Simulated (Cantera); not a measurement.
Input: 1 mol SiH2Cl2, 15 mol NH3, 1.7 mol N2, 0.62 mol H2, equilibrated at 6.10 mbar.

Equilibrium computed with Cantera from the NASA thermochemical tables; the gas is ideal and each condensed phase is pure. Candidate condensed phases: NH4Cl, Si, Si3N4; 28 gas species. Gases not in the tables: Si2H6 and higher silanes. Kinetics and transport are ignored.

Task: Which condensed phases are stable at each of these points (T (K)): 1373, 1423, 1473, 1523, 1573, 1623, 1673, 1723?

Result: 
```tsv
T (K)	condensed phases	Si condensed (%)
1373	Si3N4(s)	99.2
1423	Si3N4(s)	98.3
1473	Si3N4(s)	96.5
1523	Si3N4(s)	93.4
1573	Si3N4(s)	88.7
1623	Si3N4(s)	82.3
1673	Si3N4(s)	74.3
1723	Si(l)	69.7
```

From 1373 K to 1673 K the condensed part is Si3N4(s). At 1723 K the condensed part is Si(l).
